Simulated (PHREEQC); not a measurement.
Solution (25 °C): 0.17 mol/kgw HBr, 0.00028 mol/kgw NiCl2 and 0.0052 mol/kgw CuCl2. Closed to the air; pH follows from the charge balance.

Model: ion-association model, wateq4f.dat, run in PHREEQC.

| quantity | before | after |
|---|---|---|
| pH | 0.87 | 1.83 |
| CuCl+ (mol/kgw) | 5.01e-5 | 7.96e-5 |
| CuCl2 (mol/kgw) | 1.46e-7 | 3.25e-7 |
| CuOH+ (mol/kgw) | 1.74e-10 | 2.19e-9 |
| SI of Tenorite (CuO) | -8.65 | -6.52 |
| SI of Cu(OH)2 (Cu(OH)2) | -9.68 | -7.55 |

Problem. Name the change that produced these shifts.
A. NiCl2 left out
B. diluted 10-fold with water
C. HBr left out
D. HBr from 0.17 to 0.017 mol/kgw

Solution. D, HBr from 0.17 to 0.017 mol/kgw

This is a speciation only: nothing precipitates in the calculation.
